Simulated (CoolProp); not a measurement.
Properties of R227EA along the isotherm 164.25 °C.

Model: reference Helmholtz-energy equation of state, Lemmon 2016, in CoolProp.

```
p (MPa)          phase           Z  Joule-Thomson coefficient (K/MPa)  expansivity (1/kK)  viscosity (µPa s)  fugacity coefficient
-------  -------------  ----------  ---------------------------------  ------------------  -----------------  --------------------
0.338              gas      0.9771                              5.541               2.492               16.9                0.9774
0.675              gas      0.9539                              5.654               2.719               17.1                0.9553
1.01               gas  (withheld)                              5.775               2.973               17.3                0.9336
1.35               gas      0.9064                         (withheld)               3.262               17.5                0.9119
1.69               gas      0.8818                              6.043               3.591               17.7                0.8906
2.03               gas      0.8567                              6.186               3.965               18.0                0.8696
2.36               gas      0.8319                              6.327               4.380               18.4                0.8495
2.7                gas      0.8059                              6.469               4.870         (withheld)                0.8290
3.04     supercritical      0.7794                              6.603               5.431               19.3            (withheld)
3.38     supercritical      0.7525                              6.718               6.074               20.0                0.7891
3.71     supercritical      0.7263                              6.803               6.781               20.7                0.7702
4.05     supercritical      0.6993                              6.848               7.594               21.6                0.7511
4.39     supercritical      0.6726                              6.835          (withheld)               22.6            (withheld)
```

Question: Complete the blanks.

Answer: 
- 1.01, Z: 0.9305
- 1.35, Joule-Thomson coefficient (K/MPa): 5.905
- 2.7, viscosity (µPa s): 18.8
- 3.04, fugacity coefficient: 0.8089
- 4.39, expansivity (1/kK): 8.480
- 4.39, fugacity coefficient: 0.7323

Viscosity comes from a separate model (Huber 2003), an estimate that may be off by 10 % or more.
